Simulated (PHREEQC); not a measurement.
# Hard or scaling water (model solution)

Solution (25 °C): 6.9e-05 mol CaSO4, 0.00037 mol NaHCO3 and 0.0023 mol MgSO4 per kg of water. Closed to the air; pH follows from the charge balance.

Equilibrium calculation in PHREEQC: ion-association model, wateq4f.dat.

Precipitation was switched off in this run.

### Question
Predict the pH.

### Answer
pH 8.05.

### Question
In which forms is C present?

### Answer
HCO3- 95 %, CO2 1.7 %, MgHCO3+ 1.5 %, CO3-2 0.7 %, MgCO3 0.6 % of the C.
